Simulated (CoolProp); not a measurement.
trans-2-butene along the isobar 0.101 MPa: Z from the reference equation and from simpler models built on Tc = 155.5 °C, pc = 4.019 MPa, ω = 0.210; each cubic takes its own stable root.

Model: reference Helmholtz-energy equation of state, Lemmon 2005, in CoolProp. It is a short technical equation, of lower accuracy than the large ones.

```
T (°C)   phase  reference
------  ------  ---------
-41.45  liquid   0.004377
-33.45  liquid   0.004284
-25.45  liquid   0.004199
-17.45  liquid   0.004122
-9.45   liquid   0.004052
-1.45   liquid   0.003988
6.55       gas     0.9610
14.55      gas     0.9650
22.65      gas     0.9685
```

### Question
How far does each simpler model (Redlich-Kwong, Peng-Robinson) lie from the reference over these 9 states: mean and median of the absolute difference, and the worst?

### Answer
- Redlich-Kwong: mean 5333.2 %, median 12.1 %, worst +24197.9 % at -1.45 °C and 0.101 MPa
- Peng-Robinson: mean 1.9 %, median 2.5 %, worst -2.8 % at -1.45 °C and 0.101 MPa

At some of these states Redlich-Kwong gives the other phase, because its saturation line lies elsewhere.
